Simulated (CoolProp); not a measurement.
R404A at 333.43 K and 0.999 MPa is compressed adiabatically to 4.43 MPa with isentropic efficiency 0.75. Each further row changes one setting.

Model: reference Helmholtz-energy equation of state, Lemmon 2003, in CoolProp. It is a pseudo-pure fit of the blend.

```json
[
 {"case": "as stated", "work (kJ/kg)": "(withheld)", "final temperature (K)": "407.7", "final density (kg/m³)": "172"},
 {"case": "efficiency 1", "work (kJ/kg)": "37.0", "final temperature (K)": "398.7", "final density (kg/m³)": "(withheld)"},
 {"case": "efficiency 0.65", "work (kJ/kg)": "57.0", "final temperature (K)": "413.3", "final density (kg/m³)": "(withheld)"}
]
```

Q: Fill in the missing entries.

A: 
- as stated, work (kJ/kg): 49.4
- efficiency 1, final density (kg/m³): 183
- efficiency 0.65, final density (kg/m³): 166
